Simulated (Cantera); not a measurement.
A closed system holds: 1 mol TEOS, 1.6 mol H2O, 1.2 mol N2, equilibrated at 74.3 Torr.

These are equilibrium values from Cantera (NASA tables, ideal gas, pure condensed phases), not measurements of a reactor. Candidate condensed phases: C, C6H6, C7H8, C8H18, H2O, Si, SiC, SiO2, Si2N2O, Si3N4; 151 gas species. The feed counts by its element totals alone. N2 is the only nitrogen source here; it is nearly inert below about 1500 K, so the nitride shown seldom forms there in practice. Mutual solubility and eutectic melting of coexisting phases are not modelled. The tables hold silica as quartz up to 1696 K and as liquid above; real silica turns to tridymite and cristobalite and melts near 1996 K. Kinetics and transport are ignored.

### Question
At 1398 K, list the 4 most abundant gas species with their mole fractions, and the condensed phases.

### Answer
H2 0.677, CO 0.275, N2 0.0485, CH4 0.000198. Condensed: C(graphite) + SiO2(β-quartz) + Si2N2O(s).
